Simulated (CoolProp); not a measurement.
Saturated liquid density (kg/m³) of benzene: the reference equation beside estimates from Tc = 288.9 °C, pc = 4.906 MPa, ω = 0.211. Rackett uses Z = 0.29056 − 0.08775 ω.

Values from CoolProp's reference Helmholtz-energy equation of state, Thol 2012.

| T (°C) | reference | Rackett | van der Waals | Soave-Redlich-Kwong | Peng-Robinson |
|---|---|---|---|---|---|
| 66.35 | 828.7 | ___ | 504.1 | 759.4 | ___ |
| 82.15 | 811.1 | 801.7 | ___ | 743.5 | 840.2 |
| 97.85 | ___ | 784.4 | 483.8 | 726.7 | 821.9 |
| 113.65 | 774.6 | ___ | 472.9 | 708.5 | 802.1 |
| 129.35 | 755.6 | 747.7 | 461.4 | 689.2 | 780.8 |
| 145.15 | 735.7 | 728.0 | 449.2 | 668.2 | 757.5 |
| 160.95 | 714.8 | 707.3 | 436.3 | 645.4 | 732.2 |
| 176.65 | 693.0 | 685.5 | 422.5 | 620.9 | 704.6 |
| 192.45 | 669.5 | 662.0 | 407.6 | ___ | 673.9 |

Question: Fill in the missing entries.

Answer: 
- 66.35, Rackett: 818.6
- 66.35, Peng-Robinson: 857.4
- 82.15, van der Waals: 494.2
- 97.85, reference: 793.1
- 113.65, Rackett: 766.4
- 192.45, Soave-Redlich-Kwong: 593.8

Absolute difference from the reference over all 9 rows, mean and median: Rackett 1.1 and 1.1 %, van der Waals 39.0 and 39.0 %, Soave-Redlich-Kwong 9.2 and 8.8 %, Peng-Robinson 2.8 and 3.3 %.
